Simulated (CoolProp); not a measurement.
A single-stage vapour-compression cycle with n-perfluorobutane: evaporating at 320.15 K (dew point), condensing at 340.15 K (bubble point), superheat 10 K, subcooling 2 K, compressor efficiency 0.65, no pressure losses. Each further row changes one setting.

Values from CoolProp's reference Helmholtz-energy equation of state, Gao 2022.

| case | cooling COP | pressure ratio | discharge temperature (K) | refrigerating effect (kJ/kg) | volumetric capacity (kJ/m³) |
|---|---|---|---|---|---|
| as stated | ? | 1.67 | 342.8 | 66.7 | 3440 |
| evaporating temperature 325.15 K | 12.6 | 1.46 | ? | 70.5 | ? |
| condensing temperature 335.15 K | 12.6 | 1.48 | 339.6 | 72.8 | 3760 |
| subcooling 7 K | 9.67 | 1.67 | 342.8 | 72.8 | 3760 |
| superheat 20 K | ? | 1.67 | ? | 76.1 | 3740 |
| compressor efficiency 0.55 | ? | 1.67 | 344.2 | 66.7 | 3440 |

Q: Fill in the missing entries.

A: 
- as stated, cooling COP: 8.85
- evaporating temperature 325.15 K, discharge temperature (K): 344.6
- evaporating temperature 325.15 K, volumetric capacity (kJ/m³): 4170
- superheat 20 K, cooling COP: 9.56
- superheat 20 K, discharge temperature (K): 352.7
- compressor efficiency 0.55, cooling COP: 7.49
